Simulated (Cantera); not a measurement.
Feed: 1 mol H2S, 0.37 mol SO2, at 702 °C and 5550 Torr.

Method: chemical equilibrium by Gibbs-energy minimisation in Cantera with the NASA 1993 tables (ideal gas, pure condensed phases). Candidate condensed phases: H2O, H2SO4, S; 19 gas species. Gases not in the tables: S3 to S7. The numbers say what is thermodynamically allowed, not how fast it happens.

Base state: H2O 0.354, H2S 0.325, S2 0.235, SO2 0.0704, S2O 0.00870, S8 0.00623, H2 0.00138, SH 1.17e-5 (mole fractions); condensed: gas only.

Question: What changes in the equilibrium state with this change: H2S replaced by NH3?

Answer: 
| species | before | after |
|---|---|---|
| H2O | 0.354 | 0.370 |
| N2 | 0 | 0.250 |
| H2 | 0.00138 | 0.195 |
| S2 | 0.235 | 3.80e-6 |
| SO2 | 0.0704 | 1.55e-8 |
| H2S | 0.325 | 0.185 |
| S2O | 0.00870 | 1.04e-9 |
| S8 | 0.00623 | <1e-9 |
| NH3 | 0 | 0.000219 |
